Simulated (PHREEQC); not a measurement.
# Leach liquor: speciation

Consider water at 5 °C with 0.32 mol/kgw H2SO4 and 0.00031 mol/kgw MnSO4. Closed to the air; pH follows from the charge balance.

Computed with PHREEQC (ion-association model, phreeqc.dat).

| Property | Value |
|---|---|
| pH | 0.55 |
| ionic strength | 0.415 mol/kgw |
| activity of water | 0.988 |
| specific conductance | 63600 µS/cm |
| density | 1.020 g/cm³ |
| total alkalinity | -640 meq/kg |

| species | molality | activity | log γ |
|---|---|---|---|
| H+ | 0.367 | 0.285 | -0.110 |
| HSO4- | 0.273 | 0.202 | -0.132 |
| SO4-2 | 0.0471 | 0.0108 | -0.638 |
| Mn+2 | 0.000235 | 6.42e-5 | -0.564 |
| MnSO4 | 7.47e-5 | 8.22e-5 | 0.041 |

This is a speciation only: nothing precipitates in the calculation. Away from 25 °C the constants follow the database's enthalpies or fits; those with neither stay at their 25 °C values.
